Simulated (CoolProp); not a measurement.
R22 at 293.15 K and 0.568 MPa flows at 0.46 m/s in a round tube of 20 mm bore and 15 µm roughness, fully developed (64/Re and Nu = 3.66 if laminar; Colebrook and Gnielinski if turbulent). Each further row changes one setting.

Model: reference Helmholtz-energy equation of state, Kamei 1995, in CoolProp.

```tsv
case	Reynolds number	Darcy friction factor	pressure drop (Pa/m)	heat-transfer coefficient (W/(m² K))	mass flow (kg/h)
as stated	15000	0.0292	3.43	___	11.6
velocity 0.92 m/s	30100	___	___	49.2	___
diameter 40 mm	30100	___	___	___	___
```

Task: Fill in the missing entries.

Result: 
- as stated, heat-transfer coefficient (W/(m² K)): 27.4
- velocity 0.92 m/s, Darcy friction factor: 0.0254
- velocity 0.92 m/s, pressure drop (Pa/m): 11.9
- velocity 0.92 m/s, mass flow (kg/h): 23.1
- diameter 40 mm, Darcy friction factor: 0.0245
- diameter 40 mm, pressure drop (Pa/m): 1.44
- diameter 40 mm, heat-transfer coefficient (W/(m² K)): 23.7
- diameter 40 mm, mass flow (kg/h): 46.3

Viscosity comes from a separate model (Bell 2016), an estimate that may be off by 10 % or more. Thermal conductivity comes from a separate model (McLinden 2000), an estimate that may be off by 10 % or more.
